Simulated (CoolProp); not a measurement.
The numbers come from the reference Helmholtz-energy equation of state, Penoncello 2003 in CoolProp.

**Question.** For CHF3 (R23), give the phase and the Joule-Thomson coefficient (K/MPa), expansivity (1/kK), viscosity (µPa s), fugacity coefficient at 290.8 K and 2.88 MPa; 352.1 K and 2.88 MPa.

**Answer.** 
- 290.8 K and 2.88 MPa: gas; Joule-Thomson coefficient 14.5, expansivity 11.4, viscosity 15.8, fugacity coefficient 0.768
- 352.1 K and 2.88 MPa: gas; Joule-Thomson coefficient 7.92, expansivity 4.54, viscosity 18.0, fugacity coefficient 0.882

Viscosity comes from a separate model (Shan 2000).
